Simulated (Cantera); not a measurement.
**Stirred combustor or abatement burner**

A perfectly stirred reactor is fed with 32.7 % H2, 9.63 % O2, 57.6 % N2, equivalence ratio 1.7, at 4.93 atm; it is adiabatic with a 548 K inlet, and is followed from long to short residence time, starting on the burning branch (τ in s: 0.068, 0.029, 0.012, 0.0052, 0.0022, 0.00093, 0.00039, 0.00017, 7e-05, 3e-05, 1.3e-05).

Model: GRI-Mech 3.0 (53 species, 325 reactions), integrated in Cantera. The hydrogen kinetics of GRI-Mech 3.0 are dated; newer H2 mechanisms differ, most at raised pressure.

```csv
τ (s),T (K),x H2,x O2,x H2O2,x H,x O
0.068,2004,0.149,2.55e-5,3.91e-9,0.000848,5.49e-7
0.029,2001,0.149,4.13e-5,7.80e-9,0.00124,1.18e-6
0.012,1997,0.148,6.73e-5,1.55e-8,0.00187,2.69e-6
0.0052,1990,0.148,0.000107,2.84e-8,0.00277,5.92e-6
0.0022,1979,0.147,0.000172,5.08e-8,0.00416,1.33e-5
0.00093,1964,0.147,0.000282,8.75e-8,0.00623,2.97e-5
0.00039,1940,0.145,0.000472,1.47e-7,0.00928,6.53e-5
0.00017,1907,0.144,0.000792,2.40e-7,0.0134,0.000135
7.0e-5,1857,0.142,0.00142,4.06e-7,0.0194,0.000281
3.0e-5,1790,0.140,0.00260,6.79e-7,0.0268,0.000532
1.3e-5,1701,0.141,0.00502,1.14e-6,0.0346,0.000934
```
x: mole fraction; the columns are a selection and need not sum to one.
